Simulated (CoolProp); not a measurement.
Vapour-liquid equilibrium of R113 (1) + acetone (2) at 106.15 °C; x and y are mole fractions of (1).

Computed with CoolProp (multi-fluid Helmholtz-energy mixture model, Marx 1992 and Lemmon 2006; pair parameters Bell 2016).

| x | bubble pressure, mixture model (MPa) | bubble pressure, Raoult's law (MPa) | y, mixture model | y, Raoult's law |
|---|---|---|---|---|
| 0.05 | 0.4602 | 0.4382 | 0.094 | 0.057 |
| 0.125 | 0.4915 | 0.4434 | 0.205 | 0.142 |
| 0.2 | 0.5160 | 0.4485 | 0.293 | 0.224 |
| 0.275 | 0.5348 | 0.4536 | 0.365 | 0.305 |
| 0.35 | 0.5489 | 0.4588 | 0.427 | 0.384 |
| 0.425 | 0.5590 | 0.4639 | ? | 0.461 |
| 0.5 | 0.5655 | 0.4690 | 0.535 | 0.536 |
| 0.575 | 0.5687 | 0.4742 | 0.586 | 0.610 |
| 0.65 | 0.5686 | 0.4793 | 0.638 | 0.682 |
| 0.725 | 0.5648 | 0.4844 | ? | 0.753 |
| 0.8 | 0.5566 | 0.4895 | 0.756 | 0.822 |
| 0.875 | 0.5430 | 0.4947 | ? | 0.890 |
| 0.95 | 0.5223 | 0.4998 | ? | 0.957 |

### Question
Some entries are withheld; supply them.

### Answer

- 0.425, y, mixture model: 0.483
- 0.725, y, mixture model: 0.694
- 0.875, y, mixture model: 0.830
- 0.95, y, mixture model: 0.922

The largest gap from Raoult's law is +20.6 % in bubble pressure, at x = 0.5. y crosses x between x = 0.575 and 0.65: the model has an azeotrope there.

The pair parameters rest on a limited set of measurements; away from them the model extrapolates.
